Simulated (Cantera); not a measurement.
## Carbothermic reduction: PbO + CH₄ + CO + C

Charge: 1 mol PbO, 0.42 mol CH₄, 0.16 mol CO, 1.8 mol C, at 101000 Pa.

Equilibrium computed with Cantera from the NASA thermochemical tables; the gas is ideal and each condensed phase is pure. Candidate condensed phases: C, C₆H₆, C₇H₈, C₈H₁₈, H₂O, Pb, PbO, PbO₂, Pb₃O₄; 113 gas species. Equilibrium is a limit: real reactors are often held back by kinetics, nucleation or transport.

| T (K) | x CO | x Pb | x H₂ | x H | x C₂H₂ (acetylene) | x Pb₂ | x CH₄ | n C(graphite) |
|---|---|---|---|---|---|---|---|---|
| 2048 | 0.387 | 0.332 | 0.279 | 0.00118 | 0.000293 | 0.000497 | 2.96e-5 | 1.22 |
| 2098 | 0.387 | 0.332 | 0.279 | 0.00161 | 0.000398 | 0.000453 | 2.61e-5 | 1.22 |
| 2148 | 0.386 | 0.332 | 0.278 | 0.00218 | 0.000533 | 0.000415 | 2.31e-5 | 1.22 |
| 2198 | 0.386 | 0.332 | 0.277 | 0.00291 | 0.000703 | 0.000381 | 2.06e-5 | 1.22 |
| 2248 | 0.386 | 0.332 | 0.277 | 0.00384 | 0.000917 | 0.000351 | 1.84e-5 | 1.21 |
| 2298 | 0.386 | 0.332 | 0.276 | 0.00500 | 0.00118 | 0.000324 | 1.66e-5 | 1.21 |
| 2348 | 0.386 | 0.332 | 0.274 | 0.00643 | 0.00150 | 0.000300 | 1.49e-5 | 1.21 |
| 2398 | 0.385 | 0.332 | 0.273 | 0.00818 | 0.00189 | 0.000279 | 1.35e-5 | 1.21 |
| 2448 | 0.385 | 0.331 | 0.271 | 0.0103 | 0.00234 | 0.000259 | 1.22e-5 | 1.21 |
x: gas mole fraction; n: condensed amount in mol.

From 2048 K to 2448 K the condensed part is C(graphite). The main Pb-bearing gas is Pb throughout.
